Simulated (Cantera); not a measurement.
Equilibrium for iron carbonyl, mercury and lead vapours: Pb + CO + N2

Input: 1 mol Pb, 0.17 mol CO, a varied amount of N2, equilibrated at 1.33 mbar.

Cantera equilibrium calculation (NASA polynomials, part measured and part estimated; ideal gas, pure solids and liquids). Candidate condensed phases: C, Pb, PbO, PbO2, Pb3O4; 27 gas species. Kinetics and transport are ignored.

Stable condensed phases:

```
T in K \ n(N2) in mol
         1.1 1.9 2.6 3.3   4 4.7 5.4 6.1
   1448    A   A   A   A   A   A   A   A
   1398    A   A   A   A   A   A   A   A
   1348    A   A   A   A   A   A   A   A
   1298    A   A   A   A   A   A   A   A
   1248    A   A   A   A   A   A   A   A
   1198    A   A   A   A   A   A   A   A
   1148    B   B   B   B   A   A   A   A
   1098    B   B   B   B   B   B   B   B
   1048    B   B   B   B   B   B   B   B
    998    C   B   B   B   B   B   B   B
    948    C   C   C   C   B   B   B   B
    898    C   C   C   C   C   C   C   C
    848    C   C   C   C   C   C   C   C
    798    C   C   C   C   C   C   C   C
```

A: gas only; B: Pb; C: C + Pb.
